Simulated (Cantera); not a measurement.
## Transport properties of process gases

Gas mixture: 20.2 % N₂, 79.8 % NO, at 0.0120 bar, frozen composition.

Cantera's kinetic-theory transport with the Lennard-Jones parameters of GRI-Mech 3.0, ideal gas; thermal conductivity in the mixture-averaged form. The composition is frozen, though it would react at the higher temperatures.

```csv
T (K),ρ (kg/m³),cp (J/kg/K),μ (µPa s),λ (mW/m/K),Pr,D (cm²/s) CO₂,D (cm²/s) H₂O,D (cm²/s) NH₃
400,0.0107,1008,23.0,32.5,0.712,22.1,33.1,31.9
550,0.00777,1035,28.7,42.0,0.707,38.8,60.0,57.4
700,0.00610,1073,33.7,51.3,0.706,58.9,92.9,88.2
850,0.00503,1109,38.4,60.1,0.707,82.1,131,124
1000,0.00427,1140,42.7,68.6,0.709,108,174,164
1150,0.00372,1161,46.7,76.8,0.707,137,222,209
1300,0.00329,1180,50.6,84.5,0.706,168,273,257
```
D: mixture-averaged diffusion coefficient of that species in the mixture.
